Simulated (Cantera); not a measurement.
An adiabatic, constant-volume homogeneous reactor starts with CH4 : O2 : N2 = 1 : 2.04 : 22.4 (molar parts), equivalence ratio 0.98, at 1400 K and 1.01 bar.

Model: GRI-Mech 3.0 (53 species, 325 reactions), integrated in Cantera.

Problem. Predict: time of steepest temperature rise; temperature at 6.00 s; equilibrium temperature; x(O2) at 6.00 s; x(H2O) at 6.00 s; x(CO2) at 6.00 s; x(HCO) at 6.00 s.

Solution. 
```json
{
  "time_of_steepest_temperature_rise": "9.09 ms",
  "temperature at 6.00 s": "2361 K",
  "equilibrium_temperature": "2361 K",
  "x(O2) at 6.00 s": "0.00413 (gas-phase equilibrium 0.00413)",
  "x(H2O) at 6.00 s": "0.0740 (gas-phase equilibrium 0.0740)",
  "x(CO2) at 6.00 s": "0.0325 (gas-phase equilibrium 0.0325)",
  "x(HCO) at 6.00 s": "1.02e-9 (gas-phase equilibrium 1.02e-9)"
}
```
